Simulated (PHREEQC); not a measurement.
# Copper plating or etch bath

Solution (20 °C): 0.044 mol/kgw CuCl2 and 0.28 mol/kgw NaCl. It is in equilibrium with CO2 at log p = -2 (atm). Otherwise closed; pH follows from the charge balance.

The numbers come from PHREEQC with the ion-association model, phreeqc.dat.

Each row changes one thing in this solution. No solid was allowed to form.

| case | pH | CuCl+ (mol/kgw) | CuCl2 (mol/kgw) | CuHCO3+ (mol/kgw) | HCO3- (mol/kgw) | Cu2(OH)2+2 (mol/kgw) |
|---|---|---|---|---|---|---|
| as made | 4.41 | 0.00733 | 0.000547 | 2.77e-5 | 5.89e-6 | 5.71e-6 |
| NaCl left out | 4.32 | 0.00276 | 6.57e-5 | 3.40e-5 | 4.34e-6 | 7.77e-6 |
| NaCl from 0.28 to 0.14 mol/kgw | 4.37 | 0.00542 | 0.000282 | 3.02e-5 | 5.22e-6 | 6.66e-6 |

Species that the database lacks are ignored.
